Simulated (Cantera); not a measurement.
Input: 1 mol Si, 15 mol HCl, 0.4 mol H2, equilibrated at 0.100 bar.

Cantera equilibrium calculation (NASA polynomials, part measured and part estimated; ideal gas, pure solids and liquids). Candidate condensed phases: Si; 19 gas species. The tables' values for SiCl3 are old estimates; treat these amounts as uncertain. The numbers say what is thermodynamically allowed, not how fast it happens.

x: gas mole fraction; nothing condenses.

| T (°C) | x HCl | x H2 | x SiCl4 | x SiCl3 | x SiCl2 | x SiHCl3 |
|---|---|---|---|---|---|---|
| 177 | 0.764 | 0.167 | 0.0694 | <1e-12 | <1e-12 | 3.53e-9 |
| 327 | 0.764 | 0.167 | 0.0694 | 1.02e-11 | <1e-12 | 4.17e-7 |
| 477 | 0.764 | 0.167 | 0.0694 | 1.25e-8 | <1e-12 | 6.86e-6 |
| 627 | 0.764 | 0.167 | 0.0694 | 1.39e-6 | (withheld) | (withheld) |
| 777 | 0.764 | 0.166 | 0.0692 | 3.89e-5 | (withheld) | (withheld) |
| 927 | 0.765 | 0.166 | 0.0685 | 0.000463 | 2.74e-5 | 0.000405 |
| 1077 | 0.767 | 0.163 | 0.0649 | 0.00296 | 0.000674 | 0.000791 |
| 1227 | 0.779 | 0.152 | 0.0509 | 0.0102 | 0.00648 | 0.00103 |

**Question.** Complete the blanks.

**Answer.** 
- 777, x SiCl2: 3.97e-7
- 777, x SiHCl3: 0.000157
- 627, x SiCl2: 1.32e-9
- 627, x SiHCl3: 4.30e-5
